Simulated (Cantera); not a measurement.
**Ignition delay**

Mixture: CH₄ : C₂H₆ : O₂ : N₂ = 1 : 0.24 : 2.84 : 7.67 (molar parts), equivalence ratio 1.0, at 1900000 Pa, adiabatic and at constant volume. Ignition delay is the time to a rise of 400 K.

Model: GRI-Mech 3.0 (53 species, 325 reactions), integrated in Cantera. The pressure lies above the range GRI-Mech 3.0 was tuned for (to about 10 atm).

```
T0 (K)  delay (ms)
------  ----------
1125          1.31
1225         0.290
1325        0.0822
1425        0.0291
1525        0.0123
1625       0.00590
1725       0.00310
1825       0.00175
1925       0.00106
2025      0.000690
```

```yaml
apparent activation energy between 1825 and 2025 K: 140 kJ/mol
```
